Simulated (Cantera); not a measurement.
# Thermodynamics of halide evaporation, hydrolysis and transport, feed KCl + O2 + H2 + H2O

Charge: 1 mol KCl, 2.2 mol O2, 130 mol H2, 0.0001 mol H2O, equilibrated at 1.90 mbar.

These are equilibrium values from Cantera (NASA tables, ideal gas, pure condensed phases), not measurements of a reactor. Candidate condensed phases: H2O, K, KCl, KOH, KO2, K2O, K2O2; 22 gas species. Rates play no part.

| T (K) | x H2 | x H2O | x KCl | x HCl |
|---|---|---|---|---|
| 1298 | 0.958 | 0.0336 | 0.00735 | 0.000281 |
| 1323 | 0.958 | 0.0336 | 0.00729 | 0.000337 |
| 1348 | 0.958 | 0.0336 | 0.00723 | 0.000400 |
| 1373 | 0.958 | 0.0336 | 0.00716 | 0.000472 |
| 1398 | 0.958 | 0.0336 | 0.00708 | 0.000553 |
| 1423 | 0.958 | 0.0336 | 0.00699 | 0.000643 |
| 1448 | 0.958 | 0.0336 | 0.00689 | 0.000744 |
| 1473 | 0.958 | 0.0336 | 0.00677 | 0.000855 |
| 1498 | 0.957 | 0.0336 | 0.00665 | 0.000977 |
| 1523 | 0.957 | 0.0336 | 0.00652 | 0.00111 |
| 1548 | 0.957 | 0.0335 | 0.00637 | 0.00126 |
| 1573 | 0.957 | 0.0335 | 0.00621 | 0.00141 |
| 1598 | 0.956 | 0.0335 | 0.00604 | 0.00158 |
| 1623 | 0.956 | 0.0335 | 0.00586 | 0.00175 |
x: gas mole fraction; nothing condenses.

From 1298 K to 1623 K nothing is condensed. The main K-bearing gas is KCl throughout.
